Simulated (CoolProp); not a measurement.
Properties of chlorine along the isotherm 221.7 K.

Values from CoolProp's reference Helmholtz-energy equation of state, Thol 2021.

| p (bar) | phase | density (kg/m³) | isothermal compressibility (1/MPa) |
|---|---|---|---|
| 15.4 | liquid | 1614 | 0.0008908 |
| 30.8 | liquid | 1616 | 0.0008793 |
| 46.2 | liquid | 1618 | 0.0008682 |
| 61.5 | liquid | 1620 | 0.0008575 |
| 76.9 | liquid | 1622 | 0.0008470 |
| 92.3 | liquid | 1624 | 0.0008369 |
| 108 | liquid | 1626 | 0.0008268 |
| 123 | liquid | 1628 | 0.0008174 |
| 138 | liquid | 1630 | 0.0008082 |
| 154 | liquid | 1633 | 0.0007987 |
| 169 | liquid | 1634 | 0.0007901 |
| 185 | liquid | 1637 | 0.0007811 |
| 200 | liquid | 1638 | 0.0007728 |
